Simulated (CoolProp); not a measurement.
Values from CoolProp's reference Helmholtz-energy equation of state, Gao 2022.

Question: Give the vapour pressure (bar), enthalpy of vaporisation (kJ/kg), vapour Z of saturated n-perfluorohexane at 320.7 K.

Answer: 
```
T (K)  p (bar)  enthalpy of vaporisation (kJ/kg)  vapour Z
-----  -------  --------------------------------  --------
320.7    0.724                              87.2     0.951
```
